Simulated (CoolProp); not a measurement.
Properties of methanol along the isobar 441 bar.

Computed with CoolProp (reference Helmholtz-energy equation of state, de Reuck 1993).

```tsv
T (°C)	phase	density (kg/m³)	expansivity (1/kK)	viscosity (µPa s)	fugacity coefficient
-27.45	liquid	863.9	0.9607	1710	2.952e-5
-10.15	liquid	849.8	0.9518	1210	0.0001017
7.05	liquid	836.0	0.9467	896	0.0002940
24.35	liquid	822.4	0.9489	686	0.0007447
41.65	liquid	809.0	0.9613	541	0.001680
58.95	liquid	795.5	0.9854	439	0.003436
76.25	liquid	781.8	1.022	364	0.006466
93.45	liquid	767.9	1.072	307	0.01129
```

Viscosity comes from a separate model (Xiang 2006).
